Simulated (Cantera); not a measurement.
Feed: 1 mol SiH₄, 2.3 mol H₂, 0.019 mol C₃H₈, equilibrated at 82.5 Torr.

Equilibrium computed with Cantera from the NASA thermochemical tables; the gas is ideal and each condensed phase is pure. Candidate condensed phases: C, C₆H₆, C₇H₈, C₈H₁₈, Si, SiC; 87 gas species. Mutual solubility and eutectic melting of coexisting phases are not modelled. Gases not in the tables: Si₂H₆ and higher silanes. Equilibrium is a limit: real reactors are often held back by kinetics, nucleation or transport.

x: gas mole fraction; n: condensed amount in mol.

```
T (K)   x H₂       x H      x Si     x SiH      x SiH₂    x Si₂C     x Si₂  n Si(s)  n SiC(s)  n Si(l)
-----  -----  --------  --------  --------  ----------  --------  --------  -------  --------  -------
1050   1.000   2.45e-8    <1e-12    <1e-12  (withheld)    <1e-12    <1e-12    0.943    0.0570        0
1150   1.000   2.25e-7  1.80e-12  1.25e-11  (withheld)    <1e-12    <1e-12    0.943    0.0570        0
1250   1.000   1.46e-6  7.55e-11  2.76e-10  (withheld)    <1e-12    <1e-12    0.943    0.0570        0
1350   1.000   7.19e-6   1.81e-9   3.83e-9  (withheld)    <1e-12    <1e-12    0.943    0.0570        0
1450   1.000   2.85e-5   2.80e-8   3.68e-8  (withheld)  2.83e-11  2.47e-11    0.943    0.0570        0
1550   1.000   9.50e-5   3.02e-7   2.63e-7  (withheld)  6.73e-10  5.45e-10    0.943    0.0570        0
1650   1.000  0.000274   2.44e-6   1.48e-6  (withheld)   1.08e-8   8.21e-9    0.943    0.0570        0
1750   0.999  0.000701   1.36e-5   5.99e-6  (withheld)   1.10e-7   7.06e-8        0    0.0570    0.943
1850   0.998   0.00162   5.86e-5   1.93e-5  (withheld)   8.06e-7   4.10e-7        0    0.0570    0.942
1950   0.996   0.00345  0.000216   5.48e-5  (withheld)   4.78e-6   1.98e-6        0    0.0570    0.941
2050   0.992   0.00681  0.000703  0.000140  (withheld)   2.37e-5   8.19e-6        0    0.0568    0.939
2150   0.985    0.0126   0.00204  0.000328  (withheld)  0.000100   2.96e-5        0    0.0564    0.931
```

Q: Some entries are withheld; supply them.

A: 
- 1050, x SiH₂: 3.74e-10
- 1150, x SiH₂: 4.15e-9
- 1250, x SiH₂: 3.13e-8
- 1350, x SiH₂: 1.75e-7
- 1450, x SiH₂: 7.69e-7
- 1550, x SiH₂: 2.79e-6
- 1650, x SiH₂: 8.65e-6
- 1750, x SiH₂: 2.08e-5
- 1850, x SiH₂: 4.21e-5
- 1950, x SiH₂: 7.90e-5
- 2050, x SiH₂: 0.000139
- 2150, x SiH₂: 0.000231
